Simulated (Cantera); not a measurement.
Input: 1 mol SiH₄, 1.5 mol NH₃, held at 9.40 mbar.

Points: T (K) = 1273, 1323, 1373, 1423, 1473, 1523, 1573, 1623, 1673, 1723, 1773, 1823, 1873, 1923.

Cantera's Mixture.equilibrate('TP', solver="vcs", rtol=1e-11, max_steps=5000) on the NASA tables stopped like this:

```
ERROR: FAILURE its = 5001!

*******************************************************************************
CanteraError thrown by MultiPhase::equilibrate:
VCS solver failed. Return code: -1
*******************************************************************************
```

What got this run through?

One answer among several that fit: The failure is numerical, not chemical. The same input converged with solver="gibbs", rtol=1e-10, max_steps=50000, and the result passed a check of the equilibrium conditions:
```
log10 of partial pressures in bar; condensed amounts in mol
       T/K        H2        N2         H        Si       SiH      SiH2    Si(cr)     Si(L)  Si3N4(a)
      1273    -2.035    -3.743    -7.165   -12.661   -12.694   -11.275         0         0    0.3333
      1323    -2.035    -3.743    -6.817   -11.586   -11.739   -10.518         0         0    0.3333
      1373    -2.035    -3.743    -6.495   -10.591   -10.854    -9.816         0         0    0.3333
      1423    -2.035    -3.743    -6.195    -9.667   -10.033    -9.165         0         0    0.3333
      1473    -2.035    -3.743    -5.916    -8.806    -9.268    -8.558         0         0    0.3333
      1523    -2.035    -3.743    -5.654    -8.003    -8.555    -7.992         0         0    0.3333
      1573    -2.036    -3.730    -5.409    -7.260    -7.896    -7.471  0.003842         0     0.332
      1623    -2.048    -3.354    -5.184    -6.806    -7.527    -7.237    0.1896         0    0.2701
      1673    -2.076    -3.002    -4.982    -6.379    -7.189    -7.034    0.6302         0    0.1232
      1723    -2.098    -2.851    -4.788    -6.007    -6.899    -6.868         0    0.9993         0
      1773    -2.099    -2.851    -4.595    -5.672    -6.630    -6.707         0    0.9985         0
      1823    -2.100    -2.852    -4.413    -5.355    -6.376    -6.554         0    0.9971         0
      1873    -2.101    -2.853    -4.241    -5.055    -6.136    -6.410         0    0.9943         0
      1923    -2.103    -2.854    -4.077    -4.770    -5.909    -6.275         0    0.9894         0
```

The gas is ideal and each condensed phase is pure. Mutual solubility and eutectic melting of coexisting phases are not modelled. The tables' values for SiN are old estimates; treat these amounts as uncertain. Gases not in the tables: Si2H6 and higher silanes.
